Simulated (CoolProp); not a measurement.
Cyclopentane along the isobar 994 kPa: density (kg/m³) from the reference equation and from simpler models built on Tc = 238.6 °C, pc = 4583 kPa, ω = 0.202; each cubic takes its own stable root.

Values from CoolProp's reference Helmholtz-energy equation of state, Gedanitz 2015.

| T (°C) | phase | reference |
|---|---|---|
| 58.25 | liquid | 707.5 |
| 72.15 | liquid | 692.5 |
| 85.95 | liquid | 677.1 |
| 99.85 | liquid | 660.8 |
| 113.65 | liquid | 643.8 |
| 127.55 | liquid | 625.5 |
| 155.25 | gas | 23.16 |
| 169.15 | gas | 21.97 |
| 182.95 | gas | 20.95 |
| 196.85 | gas | 20.04 |
| 210.65 | gas | 19.23 |
| 224.55 | gas | 18.50 |
| 238.45 | gas | 17.83 |
| 252.25 | gas | 17.22 |

### Question
How far does each simpler model (van der Waals, Redlich-Kwong, Soave-Redlich-Kwong, Peng-Robinson) lie from the reference over these 14 states: mean and median of the absolute difference, and the worst?

### Answer
- van der Waals: mean 29.9 %, median 4.7 %, worst -96.2 % at 127.55 °C and 994 kPa
- Redlich-Kwong: mean 4.0 %, median 1.9 %, worst -9.8 % at 127.55 °C and 994 kPa
- Soave-Redlich-Kwong: mean 2.5 %, median 1.1 %, worst -6.3 % at 127.55 °C and 994 kPa
- Peng-Robinson: mean 3.4 %, median 0.6 %, worst +8.2 % at 58.25 °C and 994 kPa

At some of these states van der Waals gives the other phase, because its saturation line lies elsewhere.
